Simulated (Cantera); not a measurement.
An adiabatic, constant-pressure homogeneous reactor starts with CH4 : O2 : N2 = 1 : 2.04 : 7.67 (molar parts), at 1125 K and 18000 Torr.

Detailed kinetics in Cantera: GRI-Mech 3.0 (53 species, 325 reactions). The pressure lies above the range GRI-Mech 3.0 was tuned for (to about 10 atm).

Task: Predict: time of steepest temperature rise; temperature at 2.00 s; equilibrium temperature; x(O2) at 2.00 s; x(HCO) at 2.00 s; x(CO2) at 2.00 s; x(HO2) at 2.00 s.

Result: 
```json
{
 "time_of_steepest_temperature_rise": "4.63 ms",
 "temperature at 2.00 s": "2741 K",
 "equilibrium_temperature": "2741 K",
 "x(O2) at 2.00 s": "0.0100 (gas-phase equilibrium 0.0100)",
 "x(HCO) at 2.00 s": "4.71e-8 (gas-phase equilibrium 4.71e-8)",
 "x(CO2) at 2.00 s": "0.0740 (gas-phase equilibrium 0.0740)",
 "x(HO2) at 2.00 s": "7.54e-6 (gas-phase equilibrium 7.54e-6)"
}
```
